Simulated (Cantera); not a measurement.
Cantera run:

```python
import numpy as np
import cantera as ct

gas_names = """
    CL CL2 H HCL H2 N NH NH2 NH3 N2 N2H2 N2H4 Na NaCL NaH Na2 Na2CL2
""".split()
cond_names = """
    NH4CL(a) NH4CL(b) Na(cr) Na(L) NaCL(s) NaCL(L)
""".split()


# ... load() reads the species with a 1 bar reference pressure and builds the phases ...
atoms = {
    'NaCl': {'Na': 1, 'CL': 1},
    'HCl': {'H': 1, 'CL': 1},
    'N2': {'N': 2},
}
top_T = {}  # K; cautious upper limits of use, not melting points


# ... equilibrate(T, P, feed) seeds the gas with the atoms and calls Mixture.equilibrate('TP', solver="vcs", rtol=1e-11, max_steps=5000) ...
results = []
feed = {'NaCl': 1, 'HCl': 0.5, 'N2': 480}  # mol
T = 798  # K
P = 4.1  # Pa
mix = equilibrate(T, P, feed)
results.append((T, P, feed, dict(zip(mix.species_names, mix.species_moles))))
print(gas.report(threshold=1e-06))
for i in range(1, mix.n_phases):
    print(f"{mix.phase(i).name:16s} {mix.phase_moles(i):12.5e} mol")
```

Result:

```
       temperature   798 K
          pressure   4.1 Pa
           density   1.736e-05 kg/m^3
  mean mol. weight   28.093 kg/kmol
   phase of matter   gas

                          1 kg             1 kmol
                     ---------------   ---------------
          enthalpy        5.1496e+05        1.4467e+07  J
   internal energy        2.7879e+05        7.8321e+06  J
           entropy             10865        3.0523e+05  J/K
    Gibbs function       -8.1551e+06       -2.2911e+08  J
 heat capacity c_p              1119             31436  J/K
 heat capacity c_v            823.04             23122  J/K

                      mass frac. Y      mole frac. X     chem. pot. / RT
                     ---------------   ---------------   ---------------
               HCL          0.001348         0.0010387           -54.625
                N2           0.99433           0.99715            -34.42
              NaCL          0.003213         0.0015446           -73.134
            Na2CL2         0.0011084        0.00026641           -146.27
     [  +13 minor]        9.6295e-09        1.1102e-08

Na(L)             0.00000e+00 mol
NaCL(s)           0.00000e+00 mol
```

Equilibrium computed with Cantera from the NASA thermochemical tables; the gas is ideal and each condensed phase is pure.
